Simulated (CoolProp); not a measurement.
Aqueous methanol as a coolant, at 12 °C, 1 atm.

Model: Melinder's fits for secondary coolants, in CoolProp.

```tsv
mass %	freezing point (°C)	viscosity (mPa s)	Prandtl number	cp (kJ/(kg K))	conductivity (W/(m K))
3.4	-2.0	1.37	10.3	4.226	0.564
8.2	-5.2	1.58	12.4	4.226	0.537
12.9	-8.8	1.79	[?]	4.189	0.512
17.6	-12.9	1.98	16.8	4.132	0.487
22.4	-17.4	[?]	18.8	4.065	0.463
27.1	-22.4	2.27	20.6	3.995	0.440
31.9	-28.0	2.35	22.0	[?]	0.417
36.6	[?]	2.37	23.0	3.837	0.396
41.4	-40.7	2.36	23.5	3.744	0.376
46.1	-48.0	2.30	23.5	3.642	[?]
```

Question: Complete the blanks.

Answer: 
- 12.9, Prandtl number: 14.6
- 22.4, viscosity (mPa s): 2.14
- 31.9, cp (kJ/(kg K)): 3.919
- 36.6, freezing point (°C): -34.0
- 46.1, conductivity (W/(m K)): 0.357
